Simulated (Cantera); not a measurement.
**Equilibrium for tantalum, niobium, vanadium and zirconium in process gases: Zr + NH3 + H2**

A closed system holds: 1 mol Zr, 0.75 mol NH3, 70 mol H2, held at 1002 °C and 1 atm.

These are equilibrium values from Cantera (NASA tables, ideal gas, pure condensed phases), not measurements of a reactor. Candidate condensed phases: Zr, ZrN; 11 gas species. Mutual solubility and eutectic melting of coexisting phases are not modelled. ZrN: taken at fixed stoichiometry. Condensed phases not in the tables: N, O or C dissolved in the metal. Rates play no part.

| Quantity | Result |
|---|---|
| x(H2) | 1.000 |
| n(Zr(β)) | 0.250 mol |
| n(ZrN(s)) | 0.750 mol |
| gas amount | 71.12 mol |
